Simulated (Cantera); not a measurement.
A closed system holds: 1 mol Cr, 0.37 mol N₂, equilibrated at 1775 K and 0.00195 Torr.

These are equilibrium values from Cantera (NASA tables, ideal gas, pure condensed phases), not measurements of a reactor. Candidate condensed phases: Cr, CrN, Cr₂N; 4 gas species. Equilibrium is a limit: real reactors are often held back by kinetics, nucleation or transport.

Base state: Cr 0.730, N₂ 0.270 (mole fractions); condensed: gas only.

Problem. What changes in the equilibrium state with this change: temperature from 1775 K to 1050 K?

Solution. 
```json
[
 {"species": "N₂", "before": "0.270", "after": "1.00"},
 {"species": "Cr", "before": "0.730", "after": "3.37e-7"},
 {"species": "Cr(s), mol", "before": "0", "after": "1.00"}
]
```

Problem. What changes in the equilibrium state with this change: pressure from 0.00195 Torr to 21.8 Torr?

Solution. 
```
species     before    after
----------  ------  -------
N₂           0.270    0.998
Cr           0.730  0.00224
Cr(s), mol       0    0.999
```

Problem. What changes in the equilibrium state with this change: pressure from 0.00195 Torr to 90.0 Torr?

Solution. 
| species | before | after |
|---|---|---|
| N₂ | 0.270 | 0.999 |
| Cr | 0.730 | 0.000541 |
| Cr(s), mol | 0 | 1.000 |
